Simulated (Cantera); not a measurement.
Source: NASA polynomial tables (part measured, part estimated), evaluated in Cantera. Values are per mole of reaction as written; species without (g) are pure solids or liquids, kept so even where they would boil at 1 bar.

Task: Between 1573 and 2023 K, where is each reaction favourable under standard conditions?
- O3(g) + 2 Cr ⇌ Cr2O3
- Cr + O3(g) ⇌ CrO3(g)

Result: 
- O3(g) + 2 Cr ⇌ Cr2O3: ΔG° is -974 kJ at 1573 K and -889 kJ at 2023 K; it stays negative (K > 1). ΔH° is -1278 kJ and ΔS° -192 J/K at 2023 K.
- Cr + O3(g) ⇌ CrO3(g): ΔG° is -432 kJ at 1573 K and -426 kJ at 2023 K; it stays negative (K > 1). ΔH° is -460 kJ and ΔS° -17 J/K at 2023 K.
